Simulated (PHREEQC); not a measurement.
**Copper plating or etch bath**

Solution (20 °C): 9 mmol/kgw Cu(BF4)2 and 4 mmol/kgw NaCl. Closed to the air; pH follows from the charge balance.

Model: ion-association model, phreeqc.dat, run in PHREEQC.

No solid was allowed to form.

Predict the pH.

pH 2.86.

In which forms is F present?

BF4- 84 %, HF 5.5 %, BF3OH- 5.3 %, F- 3.5 %, BF2(OH)2- 1.0 % of the F.

Real BF4- forms and hydrolyses slowly; the run takes it at equilibrium.
